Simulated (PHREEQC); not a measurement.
A column of 0.1 m (40 cells, dispersivity 0.0035 m, 720 s a shift, diffusion coefficient 3e-10 m²/s) holds 0.022 eq of the database's cation exchanger X per kg of pore water, first in equilibrium with 0.0011 mol KBr, 0.00061 mol MnCl2, 0.0016 mol CdCl2 and 1e-05 mol HCl per kg of water. It is flushed with 9.7 mmol/kgw KCl and 0.01 mmol/kgw HCl, at 40 °C. Values are for the last cell. The system is closed to CO2. Nothing may precipitate in this run.

Equilibrium calculation in PHREEQC: ion-association model, phreeqc.dat.

```json
[
 {"pore volumes": "0", "Br in solution (mol/kgw)": "0.00110", "Mn in solution (mol/kgw)": "0.000610", "Cd in solution (mol/kgw)": "0.00160", "K in solution (mol/kgw)": "0.00110", "Cl in solution (mol/kgw)": "0.00443", "MnX2 on the exchanger (mol/kgw)": "0.00224", "CdX2 on the exchanger (mol/kgw)": "0.00819"},
 {"pore volumes": "0.2375", "Br in solution (mol/kgw)": "0.00110", "Mn in solution (mol/kgw)": "0.000610", "Cd in solution (mol/kgw)": "0.00160", "K in solution (mol/kgw)": "0.00110", "Cl in solution (mol/kgw)": "0.00443", "MnX2 on the exchanger (mol/kgw)": "0.00224", "CdX2 on the exchanger (mol/kgw)": "0.00819"},
 {"pore volumes": "0.6875", "Br in solution (mol/kgw)": "0.000991", "Mn in solution (mol/kgw)": "0.000656", "Cd in solution (mol/kgw)": "0.00174", "K in solution (mol/kgw)": "0.00114", "Cl in solution (mol/kgw)": "0.00495", "MnX2 on the exchanger (mol/kgw)": "0.00224", "CdX2 on the exchanger (mol/kgw)": "0.00819"},
 {"pore volumes": "0.9125", "Br in solution (mol/kgw)": "0.000642", "Mn in solution (mol/kgw)": "0.000795", "Cd in solution (mol/kgw)": "0.00219", "K in solution (mol/kgw)": "0.00129", "Cl in solution (mol/kgw)": "0.00663", "MnX2 on the exchanger (mol/kgw)": "0.00224", "CdX2 on the exchanger (mol/kgw)": "0.00818"},
 {"pore volumes": "1.137", "Br in solution (mol/kgw)": "0.000295", "Mn in solution (mol/kgw)": "0.000898", "Cd in solution (mol/kgw)": "0.00258", "K in solution (mol/kgw)": "0.00163", "Cl in solution (mol/kgw)": "0.00829", "MnX2 on the exchanger (mol/kgw)": "0.00221", "CdX2 on the exchanger (mol/kgw)": "___"},
 {"pore volumes": "1.587", "Br in solution (mol/kgw)": "3.28e-5", "Mn in solution (mol/kgw)": "0.000796", "Cd in solution (mol/kgw)": "0.00243", "K in solution (mol/kgw)": "0.00313", "Cl in solution (mol/kgw)": "0.00955", "MnX2 on the exchanger (mol/kgw)": "0.00202", "CdX2 on the exchanger (mol/kgw)": "0.00764"},
 {"pore volumes": "1.812", "Br in solution (mol/kgw)": "9.08e-6", "Mn in solution (mol/kgw)": "0.000687", "Cd in solution (mol/kgw)": "___", "K in solution (mol/kgw)": "___", "Cl in solution (mol/kgw)": "0.00967", "MnX2 on the exchanger (mol/kgw)": "0.00190", "CdX2 on the exchanger (mol/kgw)": "0.00731"},
 {"pore volumes": "2.038", "Br in solution (mol/kgw)": "2.34e-6", "Mn in solution (mol/kgw)": "___", "Cd in solution (mol/kgw)": "___", "K in solution (mol/kgw)": "0.00476", "Cl in solution (mol/kgw)": "0.00970", "MnX2 on the exchanger (mol/kgw)": "0.00178", "CdX2 on the exchanger (mol/kgw)": "0.00698"},
 {"pore volumes": "2.487", "Br in solution (mol/kgw)": "1.35e-7", "Mn in solution (mol/kgw)": "0.000429", "Cd in solution (mol/kgw)": "0.00144", "K in solution (mol/kgw)": "0.00597", "Cl in solution (mol/kgw)": "0.00971", "MnX2 on the exchanger (mol/kgw)": "0.00157", "CdX2 on the exchanger (mol/kgw)": "0.00636"},
 {"pore volumes": "2.712", "Br in solution (mol/kgw)": "3.09e-8", "Mn in solution (mol/kgw)": "0.000373", "Cd in solution (mol/kgw)": "0.00127", "K in solution (mol/kgw)": "0.00642", "Cl in solution (mol/kgw)": "0.00971", "MnX2 on the exchanger (mol/kgw)": "0.00148", "CdX2 on the exchanger (mol/kgw)": "0.00608"},
 {"pore volumes": "2.938", "Br in solution (mol/kgw)": "6.95e-9", "Mn in solution (mol/kgw)": "0.000326", "Cd in solution (mol/kgw)": "0.00113", "K in solution (mol/kgw)": "0.00679", "Cl in solution (mol/kgw)": "0.00971", "MnX2 on the exchanger (mol/kgw)": "0.00140", "CdX2 on the exchanger (mol/kgw)": "0.00583"},
 {"pore volumes": "3.388", "Br in solution (mol/kgw)": "3.37e-10", "Mn in solution (mol/kgw)": "0.000257", "Cd in solution (mol/kgw)": "0.000918", "K in solution (mol/kgw)": "0.00735", "Cl in solution (mol/kgw)": "0.00971", "MnX2 on the exchanger (mol/kgw)": "0.00125", "CdX2 on the exchanger (mol/kgw)": "0.00537"},
 {"pore volumes": "3.612", "Br in solution (mol/kgw)": "7.30e-11", "Mn in solution (mol/kgw)": "0.000230", "Cd in solution (mol/kgw)": "0.000836", "K in solution (mol/kgw)": "0.00757", "Cl in solution (mol/kgw)": "0.00971", "MnX2 on the exchanger (mol/kgw)": "0.00119", "CdX2 on the exchanger (mol/kgw)": "0.00517"},
 {"pore volumes": "4.062", "Br in solution (mol/kgw)": "3.36e-12", "Mn in solution (mol/kgw)": "0.000189", "Cd in solution (mol/kgw)": "0.000704", "K in solution (mol/kgw)": "0.00791", "Cl in solution (mol/kgw)": "0.00971", "MnX2 on the exchanger (mol/kgw)": "0.00108", "CdX2 on the exchanger (mol/kgw)": "0.00481"},
 {"pore volumes": "4.287", "Br in solution (mol/kgw)": "7.16e-13", "Mn in solution (mol/kgw)": "0.000173", "Cd in solution (mol/kgw)": "0.000650", "K in solution (mol/kgw)": "0.00805", "Cl in solution (mol/kgw)": "0.00971", "MnX2 on the exchanger (mol/kgw)": "0.00104", "CdX2 on the exchanger (mol/kgw)": "0.00465"},
 {"pore volumes": "4.513", "Br in solution (mol/kgw)": "1.52e-13", "Mn in solution (mol/kgw)": "0.000159", "Cd in solution (mol/kgw)": "0.000603", "K in solution (mol/kgw)": "0.00818", "Cl in solution (mol/kgw)": "0.00971", "MnX2 on the exchanger (mol/kgw)": "0.000992", "CdX2 on the exchanger (mol/kgw)": "0.00450"},
 {"pore volumes": "4.963", "Br in solution (mol/kgw)": "0", "Mn in solution (mol/kgw)": "0.000135", "Cd in solution (mol/kgw)": "0.000525", "K in solution (mol/kgw)": "0.00838", "Cl in solution (mol/kgw)": "0.00971", "MnX2 on the exchanger (mol/kgw)": "0.000912", "CdX2 on the exchanger (mol/kgw)": "0.00422"},
 {"pore volumes": "5.188", "Br in solution (mol/kgw)": "0", "Mn in solution (mol/kgw)": "0.000125", "Cd in solution (mol/kgw)": "0.000492", "K in solution (mol/kgw)": "___", "Cl in solution (mol/kgw)": "0.00971", "MnX2 on the exchanger (mol/kgw)": "0.000876", "CdX2 on the exchanger (mol/kgw)": "0.00409"},
 {"pore volumes": "5.412", "Br in solution (mol/kgw)": "0", "Mn in solution (mol/kgw)": "0.000116", "Cd in solution (mol/kgw)": "0.000462", "K in solution (mol/kgw)": "0.00854", "Cl in solution (mol/kgw)": "0.00971", "MnX2 on the exchanger (mol/kgw)": "___", "CdX2 on the exchanger (mol/kgw)": "0.00397"},
 {"pore volumes": "5.862", "Br in solution (mol/kgw)": "0", "Mn in solution (mol/kgw)": "0.000102", "Cd in solution (mol/kgw)": "0.000411", "K in solution (mol/kgw)": "0.00867", "Cl in solution (mol/kgw)": "0.00971", "MnX2 on the exchanger (mol/kgw)": "0.000780", "CdX2 on the exchanger (mol/kgw)": "0.00375"},
 {"pore volumes": "6.088", "Br in solution (mol/kgw)": "0", "Mn in solution (mol/kgw)": "___", "Cd in solution (mol/kgw)": "0.000389", "K in solution (mol/kgw)": "0.00873", "Cl in solution (mol/kgw)": "0.00971", "MnX2 on the exchanger (mol/kgw)": "0.000751", "CdX2 on the exchanger (mol/kgw)": "0.00364"},
 {"pore volumes": "6.312", "Br in solution (mol/kgw)": "0", "Mn in solution (mol/kgw)": "8.93e-5", "Cd in solution (mol/kgw)": "0.000369", "K in solution (mol/kgw)": "0.00878", "Cl in solution (mol/kgw)": "0.00971", "MnX2 on the exchanger (mol/kgw)": "0.000724", "CdX2 on the exchanger (mol/kgw)": "0.00354"},
 {"pore volumes": "6.763", "Br in solution (mol/kgw)": "0", "Mn in solution (mol/kgw)": "7.91e-5", "Cd in solution (mol/kgw)": "0.000333", "K in solution (mol/kgw)": "0.00888", "Cl in solution (mol/kgw)": "0.00971", "MnX2 on the exchanger (mol/kgw)": "0.000673", "CdX2 on the exchanger (mol/kgw)": "0.00335"},
 {"pore volumes": "6.987", "Br in solution (mol/kgw)": "0", "Mn in solution (mol/kgw)": "7.47e-5", "Cd in solution (mol/kgw)": "0.000317", "K in solution (mol/kgw)": "0.00892", "Cl in solution (mol/kgw)": "0.00971", "MnX2 on the exchanger (mol/kgw)": "0.000650", "CdX2 on the exchanger (mol/kgw)": "0.00326"}
]
```

**Question.** Fill in the missing entries.

**Answer.** 
- 1.137, CdX2 on the exchanger (mol/kgw): 0.00811
- 1.812, Cd in solution (mol/kgw): 0.00215
- 1.812, K in solution (mol/kgw): 0.00399
- 2.038, Mn in solution (mol/kgw): 0.000586
- 2.038, Cd in solution (mol/kgw): 0.00188
- 5.188, K in solution (mol/kgw): 0.00847
- 5.412, MnX2 on the exchanger (mol/kgw): 0.000842
- 6.088, Mn in solution (mol/kgw): 9.52e-5

Away from 25 °C the constants follow the database's enthalpies or fits; those with neither stay at their 25 °C values.
